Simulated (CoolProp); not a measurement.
The fluid at 293.15 K and 6.64 MPa is throttled through a valve to 3.38 MPa with no heat exchange. The same conditions are run with several fluids, on thermodynamics alone (safety and materials aside).

Model: reference Helmholtz-energy equation of state of each fluid (methane: Setzmann 1991; ethylene: Smukala 2000; nitrogen: Span 2000; C2F6 (R116): Lemmon 2006; normal hydrogen: Leachman 2009), in CoolProp.

```json
[
 {"fluid": "methane", "temperature change (K)": "-14.2", "final phase": "gas", "final density (kg/m³)": "25.2"},
 {"fluid": "ethylene", "temperature change (K)": "-28.3", "final phase": "…", "final density (kg/m³)": "…"},
 {"fluid": "nitrogen", "temperature change (K)": "-6.1", "final phase": "gas", "final density (kg/m³)": "40.0"},
 {"fluid": "C2F6 (R116)", "temperature change (K)": "-4.3", "final phase": "liquid", "final density (kg/m³)": "1000"},
 {"fluid": "normal hydrogen", "temperature change (K)": "+1.0", "final phase": "supercritical", "final density (kg/m³)": "…"}
]
```

### Question
Complete the blanks.

### Answer

- ethylene, final phase: two-phase, vapour fraction 0.540
- ethylene, final density (kg/m³): 115
- normal hydrogen, final density (kg/m³): 2.73
